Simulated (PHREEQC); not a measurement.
## Spent oxide etchant: speciation

Consider water at 25 °C with 0.23 mol/kgw HF, 0.011 mol/kgw H2SiF6, 0.0021 mol/kgw HBF4 and 0.00077 mol/kgw HNO3. Closed to the air; pH follows from the charge balance.

Equilibrium calculation in PHREEQC: ion-association model, phreeqc.dat.

| Property | Result |
|---|---|
| pH | 1.52 |
| ionic strength | 0.0465 mol/kgw |
| total alkalinity | -305 meq/kg |

```csv
species,molality,activity,log γ
HF,0.215,0.217,0.005
H+,0.0355,0.0304,-0.067
SiF6-2,0.0110,0.00521,-0.325
F-,0.00583,0.00476,-0.088
HF2-,0.00480,0.00396,-0.083
BF4-,0.00210,0.00173,-0.083
```

No solid was allowed to form. SiF6-2 is the database's only silicon fluoride. Real BF4- forms and hydrolyses slowly; the run takes it at equilibrium.
